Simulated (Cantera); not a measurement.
Cantera run:

```python
import numpy as np
import cantera as ct

gas_names = [...]  # 118 gases of nasa_gas.yaml made of C, Cl, F, H
cond_names = """
    C(gr) C6H6(L) C7H8(L) C8H18(L),n-octa
""".split()


# ... load() reads the species with a 1 bar reference pressure and builds the phases ...
atoms = {
    'C2F6': {'C': 2, 'F': 6},
    'H2': {'H': 2},
    'HCl': {'H': 1, 'CL': 1},
}
top_T = {'C(gr)': 4500}  # K; cautious upper limits of use, not melting points


# ... equilibrate(T, P, feed) seeds the gas with the atoms and calls Mixture.equilibrate('TP', solver="vcs", rtol=1e-11, max_steps=5000) ...
results = []
T = 3198  # K
P = 100000  # Pa
for m in [0.012, 0.023, 0.034, 0.045, 0.056, 0.067, 0.078, 0.089, 0.1, 0.11, 0.12, 0.13]:
    feed = {'C2F6': 1, 'H2': 3.6, 'HCl': m}  # mol
    mix = equilibrate(T, P, feed)
    results.append((T, P, feed, dict(zip(mix.species_names, mix.species_moles))))

top = {s: max(r[3][s] / sum(r[3][g] for g in gas_names) for r in results) for s in gas_names}
cols = sorted((s for s in top if top[s] > 1e-05), key=lambda s: -top[s])[:8]
seen = [c for c in cond_names if any(r[3].get(c, 0) > 1e-12 for r in results)]
print("log10 of partial pressures in bar; condensed amounts in mol")
print(f"{'n(HCl)':>10s}" + "".join(f"{s[:9]:>10s}" for s in cols + seen))
for T, P, feed, n in results:
    ng = sum(n[g] for g in gas_names)
    print(f"{feed['HCl']:10.4g}" + "".join(f"{np.log10(max(n[s] / ng * P / 1e5, 1e-99)):10.3f}" for s in cols)
          + "".join(f"{n.get(c, 0):10.4g}" for c in seen))
```

Result:

```
log10 of partial pressures in bar; condensed amounts in mol
    n(HCl)        HF         H        H2       HCL         F        CL C2H2,acet        C3     C(gr)
     0.012    -0.066    -1.189    -1.271    -3.019    -2.047    -3.109    -2.243    -2.648     1.824
     0.023    -0.067    -1.188    -1.270    -2.737    -2.048    -2.827    -2.242    -2.648     1.823
     0.034    -0.068    -1.188    -1.269    -2.568    -2.049    -2.659    -2.241    -2.648     1.823
     0.045    -0.069    -1.188    -1.268    -2.447    -2.051    -2.538    -2.240    -2.648     1.822
     0.056    -0.070    -1.187    -1.267    -2.352    -2.052    -2.444    -2.239    -2.648     1.822
     0.067    -0.071    -1.187    -1.266    -2.275    -2.053    -2.368    -2.239    -2.648     1.821
     0.078    -0.071    -1.186    -1.265    -2.210    -2.055    -2.303    -2.238    -2.648      1.82
     0.089    -0.072    -1.186    -1.264    -2.153    -2.056    -2.247    -2.237    -2.648      1.82
       0.1    -0.073    -1.185    -1.264    -2.103    -2.057    -2.197    -2.236    -2.648     1.819
      0.11    -0.074    -1.185    -1.263    -2.063    -2.058    -2.157    -2.235    -2.648     1.819
      0.12    -0.075    -1.185    -1.262    -2.025    -2.059    -2.120    -2.234    -2.648     1.818
      0.13    -0.076    -1.184    -1.261    -1.991    -2.061    -2.086    -2.234    -2.648     1.818
```

Equilibrium computed with Cantera from the NASA thermochemical tables; the gas is ideal and each condensed phase is pure. The feed counts by its element totals alone.
